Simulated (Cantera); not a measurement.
Feed: 1 mol Al2O3, 180 mol H2, at 1098 K and 1000 Pa.

Method: chemical equilibrium by Gibbs-energy minimisation in Cantera with the NASA 1993 tables (ideal gas, pure condensed phases). Candidate condensed phases: Al, Al2O3, H2O; 19 gas species. Equilibrium is a limit: real reactors are often held back by kinetics, nucleation or transport.

Base state: H2 1.00 (mole fractions); condensed: Al2O3(s).

Problem. What changes in the equilibrium state with this change: Al2O3 replaced by SiO2?

Solution. 
| species | before | after |
|---|---|---|
| H2 | 1.00 | 1.000 |
| Al2O3(s), mol | 1.00 | 0 |
| SiO2(β-quartz), mol | 0 | 1.000 |
Further candidate phases: Si, SiO2.

Problem. What changes in the equilibrium state with this change: temperature from 1098 K to 1875 K?

Solution. 
```json
[
 {"species": "H2", "before": "1.00", "after": "0.993"},
 {"species": "H", "before": "2.47e-7", "after": "0.00653"},
 {"species": "H2O", "before": "<1e-9", "after": "0.000163"},
 {"species": "Al", "before": "<1e-9", "after": "8.60e-5"},
 {"species": "Al2O", "before": "<1e-9", "after": "1.33e-5"},
 {"species": "Al2O3(s), mol", "before": "1.00", "after": "0.989"}
]
```
